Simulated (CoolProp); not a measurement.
The numbers come from the reference Helmholtz-energy equation of state, Thol 2016 in CoolProp.

**Question.** For hexamethyldisiloxane (MM), give the phase and the cp (kJ/(kg K)), speed of sound (m/s) at 272.95 °C and 0.153 bar; 272.95 °C and 1.53 bar.

**Answer.** 
- 272.95 °C and 0.153 bar: gas; cp 2.12, speed of sound 169
- 272.95 °C and 1.53 bar: gas; cp 2.13, speed of sound 165
